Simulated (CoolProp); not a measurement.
n-perfluoropentane at 386.84 K and 0.85 MPa is compressed adiabatically to 6.57 MPa with isentropic efficiency 0.7. Each further row changes one setting.

Computed with CoolProp (reference Helmholtz-energy equation of state, Gao 2022).

```json
[
 {"case": "as stated", "work (kJ/kg)": "(withheld)", "final temperature (K)": "(withheld)", "final density (kg/m³)": "1050"},
 {"case": "efficiency 1", "work (kJ/kg)": "11.0", "final temperature (K)": "446.1", "final density (kg/m³)": "1070"},
 {"case": "efficiency 0.65", "work (kJ/kg)": "(withheld)", "final temperature (K)": "450.7", "final density (kg/m³)": "1040"}
]
```

Q: Some entries are withheld; supply them.

A: 
- as stated, work (kJ/kg): 15.8
- as stated, final temperature (K): 449.8
- efficiency 0.65, work (kJ/kg): 17.0
